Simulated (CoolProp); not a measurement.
Isobutane at 412.91 K and 9.56 MPa flows at 0.17 m/s in a round tube of 12.7 mm bore and 15 µm roughness, fully developed (64/Re and Nu = 3.66 if laminar; Colebrook and Gnielinski if turbulent). Each further row changes one setting.

Model: reference Helmholtz-energy equation of state, Bücker 2006, in CoolProp.

| case | Reynolds number | Darcy friction factor | pressure drop (Pa/m) | heat-transfer coefficient (W/(m² K)) | mass flow (kg/h) |
|---|---|---|---|---|---|
| as stated | 14100 | (withheld) | (withheld) | 428 | 32.1 |
| velocity 0.34 m/s | 28200 | (withheld) | 50.3 | (withheld) | 64.2 |
| diameter 25.4 mm | 28200 | 0.0253 | 5.97 | 386 | 128 |

**Question.** Some entries are withheld; supply them.

**Answer.** 
- as stated, Darcy friction factor: 0.0303
- as stated, pressure drop (Pa/m): 14.3
- velocity 0.34 m/s, Darcy friction factor: 0.0267
- velocity 0.34 m/s, heat-transfer coefficient (W/(m² K)): 804

Viscosity comes from a separate model (Vogel 2000). Thermal conductivity comes from a separate model (Perkins 2002).
